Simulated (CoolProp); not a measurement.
Sulfur dioxide along the isobar 5690 kPa: fugacity coefficient from the reference equation and from simpler models built on Tc = 430.6 K, pc = 7887 kPa, ω = 0.256; each cubic takes its own stable root.

Model: reference Helmholtz-energy equation of state, Gao 2016, in CoolProp.

```tsv
T (K)	phase	reference	van der Waals	Redlich-Kwong
239.5	liquid	0.006091	0.08657	0.01378
252.9	liquid	0.01213	0.1168	0.02511
266.4	liquid	0.02228	0.1529	0.04243
279.9	liquid	[?]	0.1947	[?]
293.3	liquid	0.06091	0.2417	[?]
306.8	liquid	0.09273	0.2941	0.1423
320.2	liquid	0.1344	[?]	0.1940
333.7	liquid	0.1877	0.4123	0.2558
347.1	liquid	0.2525	0.4768	0.3264
360.6	liquid	0.3297	0.5446	0.4058
374.1	liquid	0.4184	0.6142	0.4921
387.5	liquid	0.5167	0.6839	0.5827
401	liquid	0.6237	0.7421	0.6759
```

**Question.** Fill in the missing entries.

**Answer.** 
- 279.9, reference: 0.03806
- 279.9, Redlich-Kwong: 0.06706
- 293.3, Redlich-Kwong: 0.09989
- 320.2, van der Waals: 0.3509

At some of these states van der Waals gives the other phase, because its saturation line lies elsewhere.
